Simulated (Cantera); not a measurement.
**Hydrocarbon pyrolysis for carbon deposition**

An isothermal, constant-pressure homogeneous reactor starts with C3H8 : H2 = 1 : 2.3 (molar parts), at 1425 K and 0.240 Torr.

Cantera simulation using GRI-Mech 3.0 (53 species, 325 reactions); the numbers are that mechanism's predictions, not measurements. GRI-Mech 3.0 was tuned for natural gas; its chemistry of propane as a main component is partial and can be far from experiment. GRI-Mech 3.0 stops at C3 and has no aromatics, soot or wall deposition, so with more carbon than oxygen in the feed, carbon stays in small species such as C2H2 where larger ones or solid carbon would form. Radical loss at walls, strong at low pressure, is not modelled.

| t (s) | x C3H8 | x H2 | x CH2 | x C2H6 | x C2H4 |
|---|---|---|---|---|---|
| 7.00e-6 | 0.303 | 0.697 | <1e-12 | 3.25e-9 | 2.04e-8 |
| 3.38e-5 | 0.303 | 0.697 | 1.69e-12 | 7.55e-8 | 4.81e-7 |
| 0.000163 | 0.303 | 0.697 | 2.05e-10 | 1.72e-6 | 1.29e-5 |
| 0.000788 | 0.300 | 0.696 | 2.62e-8 | 3.64e-5 | 0.000450 |
| 0.00381 | 0.283 | 0.687 | 2.22e-6 | 0.000521 | 0.00935 |
| 0.0184 | 0.144 | 0.614 | 1.28e-5 | 0.00300 | 0.105 |
| 0.0888 | 0.000353 | 0.563 | 3.43e-6 | 0.000766 | 0.150 |
| 0.429 | 1.40e-7 | 0.586 | 3.02e-7 | 0.000108 | 0.103 |
| 2.07 | 1.61e-9 | 0.600 | 3.17e-8 | 1.51e-5 | 0.0674 |
| 10.0 | 1.75e-10 | 0.615 | 7.77e-9 | 3.55e-6 | 0.0305 |
x: mole fraction; the columns are a selection and need not sum to one.

Equilibrium at this temperature and pressure: C3H8 <1e-12, H2 0.761, CH2 5.99e-10, C2H6 1.38e-10, C2H4 3.60e-5 (gas phase only).
